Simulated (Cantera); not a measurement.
An isothermal, constant-pressure homogeneous reactor starts with NO : N2 = 1 : 1.1 (molar parts), at 1798 K and 110000 Pa. Integrator tolerance rtol = 1e-08.

Detailed kinetics in Cantera: GRI-Mech 3.0 (53 species, 325 reactions).

Task: What does this change do: N2 1.1 to 0.53 parts?

Result: 
```json
[
 {"quantity": "x(NO) at 9.00 s", "before": "0.118 (gas-phase equilibrium 0.00431)", "after": "0.125 (gas-phase equilibrium 0.00475)"},
 {"quantity": "x(N2O) at 9.00 s", "before": "5.80e-6 (gas-phase equilibrium 2.55e-7)", "after": "6.36e-6 (gas-phase equilibrium 2.64e-7)"},
 {"quantity": "x(O2) at 9.00 s", "before": "0.179 (gas-phase equilibrium 0.236)", "after": "0.264 (gas-phase equilibrium 0.324)"},
 {"quantity": "x(NO2) at 9.00 s", "before": "0.000288 (gas-phase equilibrium 1.21e-5)", "after": "0.000369 (gas-phase equilibrium 1.56e-5)"},
 {"quantity": "x(O) at 9.00 s", "before": "4.87e-5 (gas-phase equilibrium 5.56e-5)", "after": "5.91e-5 (gas-phase equilibrium 6.52e-5)"},
 {"quantity": "x(N2) at 9.00 s", "before": "0.703 (gas-phase equilibrium 0.760)", "after": "0.611 (gas-phase equilibrium 0.671)"}
]
```
